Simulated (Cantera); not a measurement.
Cantera run:

```python
import numpy as np
import cantera as ct

gas_names = """
    CL CL2 H HCL H2 N NH NH2 NH3 N2 N2H2 N2H4 Si SiCL SiCL2 SiCL3 SiCL4 SiH SiHCL3 SiH2 SiH2CL2 SiH3
    SiH3CL SiH4 SiN Si2 Si2N Si3
""".split()
cond_names = """
    NH4CL(a) NH4CL(b) Si(cr) Si(L) Si3N4(a)
""".split()


# ... load() reads the species with a 1 bar reference pressure and builds the phases ...
atoms = {
    'SiH2Cl2': {'Si': 1, 'H': 2, 'CL': 2},
    'N2': {'N': 2},
}
top_T = {'Si3N4(a)': 2400}  # K; cautious upper limits of use, not melting points


# ... equilibrate(T, P, feed) seeds the gas with the atoms and calls Mixture.equilibrate('TP', solver="vcs", rtol=1e-11, max_steps=5000) ...
results = []
feed = {'SiH2Cl2': 1, 'N2': 7.9}  # mol
P = 101325  # Pa
for T in [1498, 1523, 1548, 1573, 1598, 1623, 1648, 1673, 1698, 1723, 1748, 1773, 1798, 1823]:
    mix = equilibrate(T, P, feed)
    results.append((T, P, feed, dict(zip(mix.species_names, mix.species_moles))))
    x = sorted(zip(gas.X, gas.species_names), reverse=True)
    print(f"T = {T:g} K  P = {P:g} Pa  gas = {mix.phase_moles(0):.4g} mol")
    print("   x: " + "  ".join(f"{s} {v:.3e}" for v, s in x if v > 0.0001))
    print("   condensed (mol): " + ("  ".join(f"{mix.phase(i).name} {mix.phase_moles(i):.4g}"
          for i in range(1, mix.n_phases) if mix.phase_moles(i) > 1e-12) or "none"))
```

Output:

```
T = 1498 K  P = 101325 Pa  gas = 9.196 mol
   x: N2 8.019e-01  HCL 1.330e-01  H2 4.193e-02  SiCL4 1.724e-02  SiCL3 3.272e-03  SiCL2 1.983e-03  SiHCL3 5.588e-04
   condensed (mol): Si3N4(a) 0.2627
T = 1523 K  P = 101325 Pa  gas = 9.204 mol
   x: N2 8.016e-01  HCL 1.328e-01  H2 4.197e-02  SiCL4 1.637e-02  SiCL3 3.903e-03  SiCL2 2.779e-03  SiHCL3 5.810e-04
   condensed (mol): Si3N4(a) 0.2608
T = 1548 K  P = 101325 Pa  gas = 9.215 mol
   x: N2 8.012e-01  HCL 1.322e-01  H2 4.210e-02  SiCL4 1.539e-02  SiCL3 4.587e-03  SiCL2 3.828e-03  SiHCL3 5.985e-04
   condensed (mol): Si3N4(a) 0.2584
T = 1573 K  P = 101325 Pa  gas = 9.228 mol
   x: N2 8.008e-01  HCL 1.314e-01  H2 4.234e-02  SiCL4 1.429e-02  SiCL3 5.306e-03  SiCL2 5.180e-03  SiHCL3 6.102e-04
   condensed (mol): Si3N4(a) 0.2552
T = 1598 K  P = 101325 Pa  gas = 9.243 mol
   x: N2 8.003e-01  HCL 1.303e-01  H2 4.271e-02  SiCL4 1.308e-02  SiCL2 6.882e-03  SiCL3 6.030e-03  SiHCL3 6.149e-04
   condensed (mol): Si3N4(a) 0.2513
T = 1623 K  P = 101325 Pa  gas = 9.261 mol
   x: N2 7.998e-01  HCL 1.289e-01  H2 4.322e-02  SiCL4 1.177e-02  SiCL2 8.974e-03  SiCL3 6.727e-03  SiHCL3 6.117e-04
   condensed (mol): Si3N4(a) 0.2466
T = 1648 K  P = 101325 Pa  gas = 9.282 mol
   x: N2 7.992e-01  HCL 1.270e-01  H2 4.391e-02  SiCL2 1.148e-02  SiCL4 1.039e-02  SiCL3 7.355e-03  SiHCL3 5.997e-04
   condensed (mol): Si3N4(a) 0.241
T = 1673 K  P = 101325 Pa  gas = 9.305 mol
   x: N2 7.985e-01  HCL 1.248e-01  H2 4.477e-02  SiCL2 1.438e-02  SiCL4 8.992e-03  SiCL3 7.874e-03  SiHCL3 5.789e-04
   condensed (mol): Si3N4(a) 0.2346
T = 1698 K  P = 101325 Pa  gas = 9.331 mol
   x: N2 7.979e-01  HCL 1.221e-01  H2 4.583e-02  SiCL2 1.767e-02  SiCL3 8.248e-03  SiCL4 7.610e-03  SiHCL3 5.497e-04
   condensed (mol): Si3N4(a) 0.2273
T = 1723 K  P = 101325 Pa  gas = 9.359 mol
   x: N2 7.973e-01  HCL 1.190e-01  H2 4.708e-02  SiCL2 2.128e-02  SiCL3 8.450e-03  SiCL4 6.297e-03  SiHCL3 5.132e-04
   condensed (mol): Si3N4(a) 0.2193
T = 1748 K  P = 101325 Pa  gas = 9.387 mol
   x: N2 7.967e-01  HCL 1.155e-01  H2 4.853e-02  SiCL2 2.513e-02  SiCL3 8.473e-03  SiCL4 5.096e-03  SiHCL3 4.712e-04
   condensed (mol): Si3N4(a) 0.2107
T = 1773 K  P = 101325 Pa  gas = 9.416 mol
   x: N2 7.961e-01  HCL 1.116e-01  H2 5.015e-02  SiCL2 2.914e-02  SiCL3 8.323e-03  SiCL4 4.038e-03  SiHCL3 4.257e-04  CL 1.082e-04
   condensed (mol): Si3N4(a) 0.2017
T = 1798 K  P = 101325 Pa  gas = 9.445 mol
   x: N2 7.957e-01  HCL 1.074e-01  H2 5.192e-02  SiCL2 3.320e-02  SiCL3 8.024e-03  SiCL4 3.140e-03  SiHCL3 3.789e-04  CL 1.263e-04
   condensed (mol): Si3N4(a) 0.1924
T = 1823 K  P = 101325 Pa  gas = 9.473 mol
   x: N2 7.953e-01  HCL 1.030e-01  H2 5.382e-02  SiCL2 3.725e-02  SiCL3 7.607e-03  SiCL4 2.401e-03  SiHCL3 3.327e-04  CL 1.458e-04
   condensed (mol): Si3N4(a) 0.183
```

Method: chemical equilibrium by Gibbs-energy minimisation in Cantera with the NASA 1993 tables (ideal gas, pure condensed phases). N2 is the only nitrogen source here; it is nearly inert below about 1500 K, so the nitride shown seldom forms there in practice. The tables' values for SiCl3 are old estimates; treat these amounts as uncertain.
